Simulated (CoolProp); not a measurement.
Vapour-liquid equilibrium of R143a (1) + isobutene (2) at 3.86 bar; x and y are mole fractions of (1).

The numbers come from the multi-fluid Helmholtz-energy mixture model, Lemmon and Jacobsen 2000 and Lemmon 2005; pair parameters Bell 2016 in CoolProp.

Task: Give the bubble temperature and the first vapour's composition at x = 0.725, 0.8, 0.95. Is there an azeotrope?

Result: x = 0.725: -10.0 °C, y = 0.880; x = 0.8: -11.3 °C, y = 0.907; x = 0.95: -13.6 °C, y = 0.973. No azeotrope shows between x = 0.05 and 0.95.

The pair parameters rest on a limited set of measurements; away from them the model extrapolates.
